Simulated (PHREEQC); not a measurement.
## Brine (model solution)

A solution holds 0.56 mol/kgw Na2CO3, 0.02 mol/kgw K2SO4 and 7.5e-05 mol/kgw H4SiO4, at 25 °C. Closed to the air; pH follows from the charge balance.

Equilibrium calculation in PHREEQC: Pitzer model, pitzer.dat.

Each row changes one thing in this solution. This is a speciation only: nothing precipitates in the calculation.

| case | pH | ionic strength (mol/kgw) | HCO3- (mol/kgw) | H3SiO4- (mol/kgw) | H2SiO4-2 (mol/kgw) | H4SiO4 (mol/kgw) | SI of SiO2(a) (SiO2) | SI of Arcanite (K2SO4) |
|---|---|---|---|---|---|---|---|---|
| as made | 11.59 | 1.73 | 0.00591 | 5.80e-5 | 1.66e-5 | 3.82e-7 | -3.68 | -4.28 |
| temperature from 25 to 55 °C | 11.09 | 1.73 | 0.0132 | 4.89e-5 | 2.57e-5 | 4.28e-7 | -3.88 | -4.55 |
| H4SiO4 from 7.5e-05 to 6.75e-05 mol/kgw | 11.59 | 1.73 | 0.00591 | 5.22e-5 | 1.50e-5 | 3.43e-7 | -3.73 | -4.28 |
| diluted 5-fold with water | 11.35 | 0.345 | 0.00325 | 1.39e-5 | 8.40e-7 | 2.54e-7 | -3.92 | -5.76 |
| temperature from 25 to 70 °C | 10.90 | 1.72 | 0.0190 | 4.44e-5 | 3.02e-5 | 4.25e-7 | -3.98 | -4.64 |
| Na2CO3 replaced by KHCO3 at the same molality | 7.91 | 0.628 | 0.543 | 1.74e-6 | 7.59e-11 | 7.33e-5 | -1.44 | -1.66 |
| temperature from 25 to 60 °C | 11.02 | 1.73 | 0.0150 | 4.74e-5 | 2.72e-5 | 4.29e-7 | -3.91 | -4.58 |
| 0.26 mol/kgw Na2SO4 added | 11.56 | 2.51 | 0.00562 | 5.53e-5 | 1.94e-5 | 3.41e-7 | -3.72 | -3.37 |
| H4SiO4 from 7.5e-05 to 3.75e-05 mol/kgw | 11.59 | 1.73 | 0.00589 | 2.90e-5 | 8.35e-6 | 1.90e-7 | -3.99 | -4.28 |

In brines, pH and single-ion activities rest on the MacInnes convention. Constants without temperature data keep their 25 °C values here.
